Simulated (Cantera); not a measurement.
A closed system holds: 1 mol HMDSO, 0.81 mol O2, 81 mol H2, 3.5 mol CO2, equilibrated at 0.00133 bar.

Cantera equilibrium calculation (NASA polynomials, part measured and part estimated; ideal gas, pure solids and liquids). Candidate condensed phases: C, C6H6, C7H8, C8H18, H2O, Si, SiC, SiO2; 123 gas species. The feed counts by its element totals alone. Gases not in the tables: Si2H6 and higher silanes. Rates play no part. All values below are at 1702 °C.

Base state: H2 0.866, CO 0.0861, H 0.0349, SiO 0.00835, Si 0.00402, Si2C 9.90e-5, SiH 9.84e-5, C2H2 (acetylene) 5.10e-5 (mole fractions); condensed: SiC(s).

Problem. What changes in the equilibrium state with this change: pressure from 0.00133 bar to 0.0130 bar?

Solution. 
```csv
species,before,after
H2,0.866,0.892
CO,0.0861,0.0856
H,0.0349,0.0113
Si,0.00402,0.000461
SiO,0.00835,0.0104
SiC2,1.34e-5,1.23e-6
Si2C,9.90e-5,1.13e-5
SiH,9.84e-5,3.57e-5
"SiC(s), mol",0.707,0.908
```
